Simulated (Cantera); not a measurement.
A diamond (100) surface in a fixed gas of H2 with x(CH4) = 0.015, x(H) = 0.044, at 1150 K, 82.5 Torr; coverages are run to steady state.

Cantera simulation using the Harris–Goodwin 1993 mechanism for the reconstructed diamond (100) surface; the numbers are that mechanism's predictions, not measurements.

One state of this run: growth (µm/h) = 2.39; θ c6HH = 0.472; θ c6H* = 0.0342; θ c6*H = 0.469; θ c6** = 0.0246; θ c6HM = 0.000161. θ: site fractions in the mechanism's names (c6HH fully hydrogenated, c6H* and c6*H radical sites, c6** diradical, c6HM methylated).

Question: Which value of x(CH3) does it belong to?
A. 0.00012
B. 2.4e-05
C. 0.0006
D. 0.00027

Answer: B, 2.4e-05
